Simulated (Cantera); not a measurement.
## Ignition delay

Mixture: 18.7 % H₂, 13.0 % O₂, 66.1 % N₂, 2.24 % H₂O, equivalence ratio 0.72, at 5700 Torr, adiabatic and at constant pressure. Ignition delay is the time to a rise of 400 K.

Computed with Cantera and GRI-Mech 3.0 (53 species, 325 reactions). The hydrogen kinetics of GRI-Mech 3.0 are dated; newer H2 mechanisms differ, most at raised pressure. Where the delays flatten at high temperature, the 400 K rule measures the pace of heat release, not the induction time.

| T0 (K) | delay (ms) |
|---|---|
| 950 | 49.1 |
| 1050 | 4.36 |
| 1150 | 0.380 |
| 1250 | 0.0155 |
| 1350 | 0.00529 |
| 1450 | 0.00313 |
| 1550 | 0.00220 |
| 1650 | 0.00172 |
| 1750 | 0.00145 |
